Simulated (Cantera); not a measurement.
Adiabatic ignition

An adiabatic, constant-pressure homogeneous reactor starts with 5.07 % C3H8, 19.5 % O2, 73.5 % N2, 1.98 % H2O, at 1623 K and 10.0 bar.

Detailed kinetics in Cantera: GRI-Mech 3.0 (53 species, 325 reactions). GRI-Mech 3.0 was tuned for natural gas; its chemistry of propane as a main component is partial and can be far from experiment.

| t (s) | T (K) | x C3H8 | x O2 | x H2O | x CO | x NO | x NO2 | x CH4 |
|---|---|---|---|---|---|---|---|---|
| 4.00e-6 | 1633 | 0.0277 | 0.179 | 0.0298 | 0.00358 | 3.47e-10 | 1.70e-11 | 0.00297 |
| 9.19e-6 | 2803 | <1e-12 | 0.00872 | 0.138 | 0.0877 | 0.000199 | 6.78e-8 | <1e-12 |
| 2.11e-5 | 2985 | <1e-12 | 0.00422 | 0.152 | 0.0834 | 0.000848 | 2.19e-7 | 1.10e-12 |
| 4.86e-5 | 2988 | <1e-12 | 0.00383 | 0.152 | 0.0835 | 0.00201 | 5.00e-7 | 1.23e-12 |
| 0.000112 | 2982 | <1e-12 | 0.00355 | 0.152 | 0.0839 | 0.00378 | 9.09e-7 | 1.31e-12 |
| 0.000257 | 2977 | <1e-12 | 0.00336 | 0.152 | 0.0842 | 0.00508 | 1.19e-6 | 1.38e-12 |
| 0.000590 | 2976 | <1e-12 | 0.00333 | 0.152 | 0.0843 | 0.00531 | 1.24e-6 | 1.39e-12 |
| 0.00136 | 2976 | <1e-12 | 0.00333 | 0.152 | 0.0843 | 0.00531 | 1.24e-6 | 1.39e-12 |
| 0.00312 | 2976 | <1e-12 | 0.00333 | 0.152 | 0.0843 | 0.00531 | 1.24e-6 | 1.39e-12 |
| 0.00716 | 2976 | <1e-12 | 0.00333 | 0.152 | 0.0843 | 0.00531 | 1.24e-6 | 1.39e-12 |
| 0.0165 | 2976 | <1e-12 | 0.00333 | 0.152 | 0.0843 | 0.00531 | 1.24e-6 | 1.39e-12 |
| 0.0379 | 2976 | <1e-12 | 0.00333 | 0.152 | 0.0843 | 0.00531 | 1.24e-6 | 1.39e-12 |
| 0.0870 | 2976 | <1e-12 | 0.00333 | 0.152 | 0.0843 | 0.00531 | 1.24e-6 | 1.39e-12 |
| 0.200 | 2976 | <1e-12 | 0.00333 | 0.152 | 0.0843 | 0.00531 | 1.24e-6 | 1.39e-12 |
x: mole fraction; the columns are a selection and need not sum to one.

- time of steepest temperature rise: 7.13 µs
- temperature at 0.200 s: 2976 K
- equilibrium temperature: 2976 K
- x(C3H8) at 0.200 s: <1e-12 (gas-phase equilibrium <1e-12)
- x(O2) at 0.200 s: 0.00333 (gas-phase equilibrium 0.00333)
- x(H2O) at 0.200 s: 0.152 (gas-phase equilibrium 0.152)
